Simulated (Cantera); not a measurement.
Standard-state values (1 bar) from the NASA 1993 polynomials, evaluated with Cantera. Values are per mole of reaction as written; species without (g) are pure solids or liquids, kept so even where they would boil at 1 bar.

Question: Between 300 and 1323 K, where is each reaction favourable under standard conditions?
- Cl2(g) + 2 Cs(g) → 2 CsCl

Answer: 
- Cl2(g) + 2 Cs(g) → 2 CsCl: ΔG° is -927 kJ at 300 K and -604 kJ at 1323 K; it stays negative (K > 1). ΔH° is -943 kJ and ΔS° -256 J/K at 1323 K.
